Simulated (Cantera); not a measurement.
# Reactions in the system C-H-Ni-S

Source: NASA polynomial tables (part measured, part estimated), evaluated in Cantera. Values are per mole of reaction as written; species without (g) are pure solids or liquids, kept so even where they would boil at 1 bar.

2 CH4(g) + 3 NiS2 = Ni3S4 + C2H4(g) + 2 H2S(g)

```json
[
 {"T (K)": "373", "ΔH° (kJ)": "253.5", "ΔS° (J/K)": "228.0", "ΔG° (kJ)": "168.4", "log10 K": "-23.59"},
 {"T (K)": "398", "ΔH° (kJ)": "253.6", "ΔS° (J/K)": "228.2", "ΔG° (kJ)": "162.7", "log10 K": "-21.36"},
 {"T (K)": "423", "ΔH° (kJ)": "253.7", "ΔS° (J/K)": "228.5", "ΔG° (kJ)": "157.0", "log10 K": "-19.39"},
 {"T (K)": "448", "ΔH° (kJ)": "253.9", "ΔS° (J/K)": "228.9", "ΔG° (kJ)": "151.3", "log10 K": "-17.64"},
 {"T (K)": "473", "ΔH° (kJ)": "254.1", "ΔS° (J/K)": "229.4", "ΔG° (kJ)": "145.6", "log10 K": "-16.08"},
 {"T (K)": "498", "ΔH° (kJ)": "254.4", "ΔS° (J/K)": "230.0", "ΔG° (kJ)": "139.8", "log10 K": "-14.67"},
 {"T (K)": "523", "ΔH° (kJ)": "254.8", "ΔS° (J/K)": "230.7", "ΔG° (kJ)": "134.1", "log10 K": "-13.39"},
 {"T (K)": "548", "ΔH° (kJ)": "255.2", "ΔS° (J/K)": "231.5", "ΔG° (kJ)": "128.3", "log10 K": "-12.23"},
 {"T (K)": "573", "ΔH° (kJ)": "255.6", "ΔS° (J/K)": "232.3", "ΔG° (kJ)": "122.5", "log10 K": "-11.17"},
 {"T (K)": "598", "ΔH° (kJ)": "256.1", "ΔS° (J/K)": "233.1", "ΔG° (kJ)": "116.7", "log10 K": "-10.19"}
]
```
